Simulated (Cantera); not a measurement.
# Thermodynamics of boron, boron nitride and boron oxide, feed BF3 + H2 + O2

A closed system holds: 1 mol BF3, 2.1 mol H2, 8.1 mol O2, at 848.15 K and 13300 Pa.

Method: chemical equilibrium by Gibbs-energy minimisation in Cantera with the NASA 1993 tables (ideal gas, pure condensed phases). Candidate condensed phases: B, B2O3, B3O3H3, H2O; 43 gas species. Gases not in the tables: H3BO3. Kinetics and transport are ignored.

| Property | Result |
|---|---|
| x(O2) | 0.688 |
| x(H2O) | 0.170 |
| x(BF3) | 0.0706 |
| x(HF) | 0.0641 |
| x(B3O3F3) | 0.00557 |
| x((HBO2)3) | 0.00172 |
| x(BOF) | 1.31e-6 |
| n(B2O3(l)) | 0.0260 mol |
| gas amount | 10.25 mol |
| log10 activity of B(s) (absent) | -31.62 |
| log10 activity of B3O3H3(s) (absent) | -57.60 |
